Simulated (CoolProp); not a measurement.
Computed with CoolProp (reference Helmholtz-energy equation of state, Span 2000).

For nitrogen, give the phase and the cv (kJ/(kg K)), speed of sound (m/s) at 169.85 °C and 0.0237 MPa; 287.65 °C and 0.0369 MPa.


- 169.85 °C and 0.0237 MPa: gas; cv 0.751, speed of sound 428
- 287.65 °C and 0.0369 MPa: gas; cv 0.770, speed of sound 480
